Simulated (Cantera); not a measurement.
Input: 1 mol Pb, 0.26 mol O2, 7.1 mol H2, equilibrated at 0.353 Torr.

Cantera equilibrium calculation (NASA polynomials, part measured and part estimated; ideal gas, pure solids and liquids). Candidate condensed phases: H2O, Pb, PbO, PbO2, Pb3O4; 12 gas species. The numbers say what is thermodynamically allowed, not how fast it happens.

x: gas mole fraction; n: condensed amount in mol.

| T (K) | x H2 | x Pb | x H2O | x H | x OH | n Pb(l) |
|---|---|---|---|---|---|---|
| 700 | 0.927 | 2.37e-6 | 0.0732 | 1.12e-12 | <1e-12 | 1.000 |
| 800 | 0.927 | … | 0.0732 | … | <1e-12 | 0.999 |
| 900 | 0.924 | 0.00291 | 0.0730 | 5.18e-9 | <1e-12 | 0.979 |
| 1000 | 0.895 | 0.0345 | 0.0707 | 9.90e-8 | 1.73e-11 | 0.747 |
| 1100 | 0.812 | 0.123 | 0.0642 | 1.07e-6 | 3.79e-10 | 0 |
| 1200 | 0.812 | 0.123 | 0.0642 | 8.20e-6 | 5.18e-9 | 0 |
| 1300 | 0.812 | 0.123 | 0.0642 | 4.60e-5 | 4.75e-8 | 0 |
| 1400 | 0.812 | 0.123 | 0.0642 | 0.000202 | 3.18e-7 | 0 |
| 1500 | 0.812 | 0.123 | 0.0642 | … | … | 0 |
| 1600 | 0.810 | 0.123 | 0.0641 | 0.00226 | 6.99e-6 | 0 |

Task: What belongs in the gaps?

Result: 
- 1500, x H: 0.000732
- 1500, x OH: 1.65e-6
- 800, x Pb: 0.000131
- 800, x H: 1.29e-10
